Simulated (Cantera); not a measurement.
Charge: 1 mol FeS₂, 0.4 mol H₂, at 9.50 bar.

Method: chemical equilibrium by Gibbs-energy minimisation in Cantera with the NASA 1993 tables (ideal gas, pure condensed phases). Candidate condensed phases: Fe, FeS, FeS₂, S; 8 gas species. FeS: taken at fixed stoichiometry. Gases not in the tables: S₃ to S₇. The numbers say what is thermodynamically allowed, not how fast it happens.

x: gas mole fraction; n: condensed amount in mol.

```
T (K)  x H₂S   x S₂     x H₂      x SH  x S       x H  n FeS(s)  n FeS(l)
-----  -----  -----  -------  --------  ---  --------  --------  --------
1125   0.563  0.430  0.00683  0.000120  ___   1.19e-9      1.00         0
1275   0.545  0.434   0.0205  0.000534  ___   3.42e-8      1.00         0
1425   0.510  0.441   0.0468   0.00170  ___   4.79e-7      1.00         0
1575   0.458  0.452   0.0860   0.00424  ___   3.95e-6         0      1.00
1725   0.394  0.464    0.133   0.00875  ___   2.20e-5         0      1.00
1875   0.328  0.475    0.182    0.0156  ___   9.07e-5         0      1.00
2025   0.266  0.483    0.225    0.0249  ___  0.000296         0     1.000
```

### Question
What belongs in the gaps?

### Answer

- 1125, x S: 2.64e-8
- 1275, x S: 4.04e-7
- 1425, x S: 3.51e-6
- 1575, x S: 2.03e-5
- 1725, x S: 8.72e-5
- 1875, x S: 0.000297
- 2025, x S: 0.000843
